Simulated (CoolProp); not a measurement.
Model: reference Helmholtz-energy equation of state, Span 1996, in CoolProp.

Task: Give the vapour pressure (MPa), liquid density (kg/m³), vapour density (kg/m³), liquid cp (kJ/(kg K)) of saturated carbon dioxide at 245.7, 279, 292.4 K.

Result: 
```csv
T (K),p (MPa),liquid density (kg/m³),vapour density (kg/m³),liquid cp (kJ/(kg K))
245.7,1.55,1060,40.4,2.09
279,4.06,890,118,2.77
292.4,5.63,781,188,4.10
```
